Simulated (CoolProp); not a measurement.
The fluid at 344.61 K and 0.321 MPa flows at 3.1 m/s in a round tube of 2 mm bore and 0.25 µm roughness, fully developed (64/Re and Nu = 3.66 if laminar; Colebrook and Gnielinski if turbulent). The same conditions are run with several fluids, on thermodynamics alone (safety and materials aside).

Model: reference Helmholtz-energy equation of state of each fluid (nitrogen: Span 2000; C3F8 (R218): Lemmon 2006; R13: Platzer 1990; sulfur hexafluoride: Guder 2009; R142b: Lemmon 2006), in CoolProp. The equations of Platzer and Polt are older, rougher fits.

| fluid | Reynolds number | Darcy friction factor | pressure drop (Pa/m) | heat-transfer coefficient (W/(m² K)) | mass flow (kg/h) |
|---|---|---|---|---|---|
| nitrogen | 977 | 0.0655 | 494 | 53.4 | (withheld) |
| C3F8 (R218) | 9490 | 0.0315 | 1660 | 240 | 0.770 |
| R13 | 4500 | 0.0387 | 1110 | 116 | 0.418 |
| sulfur hexafluoride | 5970 | (withheld) | 1440 | 165 | (withheld) |
| R142b | 6120 | 0.0355 | (withheld) | 148 | 0.416 |

Question: Fill in the missing entries.

Answer: 
- nitrogen, mass flow (kg/h): 0.110
- sulfur hexafluoride, Darcy friction factor: 0.0357
- sulfur hexafluoride, mass flow (kg/h): 0.587
- R142b, pressure drop (Pa/m): 1010

Transport values come from each fluid's own correlations; those of C3F8 (R218), R13, R142b are estimates that may be off by 10 % or more.
